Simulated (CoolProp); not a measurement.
A Linde-Hampson liquefier for nitrogen: isothermal reversible compression at 300 K from 1 atm to 10 MPa, throttling to 1 atm, return gas leaving the recuperator 5 K below the feed. Each further row changes one setting.

The numbers come from the reference Helmholtz-energy equation of state, Span 2000 in CoolProp.

```csv
case,liquid yield per pass,compression work (kJ/kg of gas)
as stated,0.033,408
high pressure 20 MPa,0.063,472
warm-end temperature 330 K,0.022,451
warm-end gap 10 K,0.021,408
```
